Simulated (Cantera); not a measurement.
Feed: 1 mol SiC, 0.035 mol CO2, 99 mol H2, at 37.0 mbar.

Cantera equilibrium calculation (NASA polynomials, part measured and part estimated; ideal gas, pure solids and liquids). Candidate condensed phases: C, C6H6, C7H8, C8H18, H2O, Si, SiC, SiO2; 123 gas species. Mutual solubility and eutectic melting of coexisting phases are not modelled. The tables hold silica as quartz up to 1696 K and as liquid above; real silica turns to tridymite and cristobalite and melts near 1996 K. Gases not in the tables: Si2H6 and higher silanes. Equilibrium is a limit: real reactors are often held back by kinetics, nucleation or transport.

Which condensed phases are stable at each of these points (T (K)): 1325, 1375, 1425, 1475, 1525, 1575, 1625, 1675, 1725, 1775, 1825, 1875, 1925?


```csv
T (K),condensed phases,Si condensed (%)
1325,SiC(s) + SiO2(β-quartz),99.2
1375,SiC(s),98.2
1425,SiC(s),98.2
1475,SiC(s),98.2
1525,SiC(s),98.2
1575,SiC(s),98.2
1625,SiC(s),98.2
1675,SiC(s),98.2
1725,SiC(s),98.2
1775,SiC(s),98.1
1825,SiC(s),98.0
1875,SiC(s),97.8
1925,SiC(s),97.4
```

At 1325 K the condensed part is SiC(s) + SiO2(β-quartz). From 1375 K to 1925 K the condensed part is SiC(s).
